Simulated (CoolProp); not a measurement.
Vapour-liquid equilibrium of R22 (1) + R123 (2) at 329.9 K; x and y are mole fractions of (1).

Model: multi-fluid Helmholtz-energy mixture model, Kamei 1995 and Younglove 1994; pair parameters Bell 2016, in CoolProp.

Problem. Give the bubble pressure and the first vapour's composition at x = 0.05, 0.2, 0.65. Is there an azeotrope?

Solution. x = 0.05: 0.3388 MPa, y = 0.251; x = 0.2: 0.5964 MPa, y = 0.615; x = 0.65: 1.465 MPa, y = 0.908. No azeotrope shows between x = 0.05 and 0.95.

Pair parameters are fitted to limited data, so mixtures are less certain than the pure fluids.
